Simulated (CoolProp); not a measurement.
Computed with CoolProp (reference Helmholtz-energy equation of state, Gao 2016).

Q: For sulfur dioxide, give the phase and the density (kg/m³), cv (kJ/(kg K)), Joule-Thomson coefficient (K/MPa), isothermal compressibility (1/MPa) at 344.8 K and 2290 kPa; 495.5 K and 8630 kPa; 298.2 K and 483 kPa.

A: 
- 344.8 K and 2290 kPa: liquid; density 1230, cv 0.805, Joule-Thomson coefficient 0.000321, isothermal compressibility 0.00338
- 495.5 K and 8630 kPa: supercritical; density 182, cv 0.693, Joule-Thomson coefficient 7.94, isothermal compressibility 0.162
- 298.2 K and 483 kPa: liquid; density 1370, cv 0.811, Joule-Thomson coefficient -0.198, isothermal compressibility 0.00163
